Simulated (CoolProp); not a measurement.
Neopentane along the isobar 0.906 MPa: density (kg/m³) from the reference equation and from simpler models built on Tc = 433.7 K, pc = 3.196 MPa, ω = 0.196; each cubic takes its own stable root.

Values from CoolProp's reference Helmholtz-energy equation of state, Lemmon 2006. It is a short technical equation, of lower accuracy than the large ones.

```tsv
T (K)	phase	reference	Redlich-Kwong	Peng-Robinson
262	liquid	623.5	580.3	668.5
271.4	liquid	614.0	570.1	658.4
280.7	liquid	604.5	559.7	647.8
290	liquid	594.6	548.7	636.7
299.4	liquid	584.4	537.1	624.7
308.7	liquid	573.9	525.0	612.1
318.1	liquid	562.9	512.1	598.5
327.4	liquid	551.5	498.5	584.1
336.8	liquid	539.3	483.9	568.3
346.1	liquid	526.6	468.2	551.4
355.5	liquid	512.8	27.70	532.6
364.8	gas	27.03	26.41	27.19
```

At some of these states Redlich-Kwong gives the other phase, because its saturation line lies elsewhere.
